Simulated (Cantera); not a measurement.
Feed: 1 mol CF4, 0.19 mol H2, 0.025 mol CH4, held at 0.308 Torr.

Method: chemical equilibrium by Gibbs-energy minimisation in Cantera with the NASA 1993 tables (ideal gas, pure condensed phases). Candidate condensed phases: C, C6H6, C7H8, C8H18; 95 gas species. Equilibrium is a limit: real reactors are often held back by kinetics, nucleation or transport.

x: gas mole fraction; nothing condenses.

```json
[
 {"T (K)": "2873", "x F": "0.766", "x C": "0.0225", "x HF": "0.0928", "x H": "0.0159", "x C3": "0.0493", "x CF": "0.0433", "x C2": "0.00758"},
 {"T (K)": "2923", "x F": "0.767", "x C": "___", "x HF": "___", "x H": "___", "x C3": "0.0464", "x CF": "___", "x C2": "___"},
 {"T (K)": "2973", "x F": "0.766", "x C": "0.0402", "x HF": "0.0754", "x H": "0.0298", "x C3": "0.0425", "x CF": "0.0352", "x C2": "0.0102"},
 {"T (K)": "3023", "x F": "0.764", "x C": "___", "x HF": "___", "x H": "___", "x C3": "___", "x CF": "___", "x C2": "0.0114"},
 {"T (K)": "3073", "x F": "0.760", "x C": "0.0660", "x HF": "0.0539", "x H": "0.0471", "x C3": "0.0323", "x CF": "0.0276", "x C2": "0.0123"},
 {"T (K)": "3123", "x F": "0.756", "x C": "0.0816", "x HF": "0.0434", "x H": "0.0553", "x C3": "0.0264", "x CF": "0.0240", "x C2": "0.0128"},
 {"T (K)": "3173", "x F": "0.751", "x C": "0.0983", "x HF": "0.0340", "x H": "0.0626", "x C3": "0.0205", "x CF": "0.0205", "x C2": "0.0129"},
 {"T (K)": "3223", "x F": "0.746", "x C": "0.115", "x HF": "0.0260", "x H": "0.0686", "x C3": "0.0150", "x CF": "0.0171", "x C2": "0.0123"},
 {"T (K)": "3273", "x F": "0.741", "x C": "0.131", "x HF": "0.0196", "x H": "0.0732", "x C3": "0.0103", "x CF": "0.0141", "x C2": "0.0112"},
 {"T (K)": "3323", "x F": "0.736", "x C": "0.145", "x HF": "0.0147", "x H": "0.0767", "x C3": "0.00660", "x CF": "0.0114", "x C2": "0.00975"},
 {"T (K)": "3373", "x F": "0.733", "x C": "0.156", "x HF": "0.0110", "x H": "0.0793", "x C3": "0.00400", "x CF": "0.00902", "x C2": "0.00813"},
 {"T (K)": "3423", "x F": "0.731", "x C": "0.164", "x HF": "0.00822", "x H": "0.0813", "x C3": "0.00233", "x CF": "0.00708", "x C2": "0.00656"}
]
```

Task: What belongs in the gaps?

Result: 
- 3023, x C: 0.0520
- 3023, x HF: 0.0649
- 3023, x H: 0.0383
- 3023, x C3: 0.0377
- 3023, x CF: 0.0314
- 2923, x C: 0.0304
- 2923, x HF: 0.0849
- 2923, x H: 0.0222
- 2923, x CF: 0.0392
- 2923, x C2: 0.00890
